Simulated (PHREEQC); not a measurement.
Dissolve 0.0027 mol/kgw Cu(BF4)2 at 25 °C. Closed to the air; pH follows from the charge balance.

Equilibrium calculation in PHREEQC: ion-association model, wateq4f.dat.

```json
[
 {"quantity": "pH", "before": "2.99", "after": "3.04"},
 {"quantity": "ionic strength (mol/kgw)", "before": "0.00909", "after": "0.00495"},
 {"quantity": "HF (mol/kgw)", "before": "0.00299", "after": "0.00237"},
 {"quantity": "F- (mol/kgw)", "before": "0.00214", "after": "0.00189"},
 {"quantity": "HF2- (mol/kgw)", "before": "2.46e-5", "after": "1.72e-5"}
]
```

**Question.** Name the change that produced these shifts.
(A) 2.8e-05 mol/kgw Na2SO4 added
(B) Cu(BF4)2 from 0.0027 to 0.00027 mol/kgw
(C) Cu(BF4)2 replaced by Na2SiF6 at the same molality
(D) diluted 2-fold with water
(E) Cu(BF4)2 replaced by AgF at the same molality

**Answer.** D, diluted 2-fold with water

This is a speciation only: nothing precipitates in the calculation. Real BF4- forms and hydrolyses slowly; the run takes it at equilibrium.
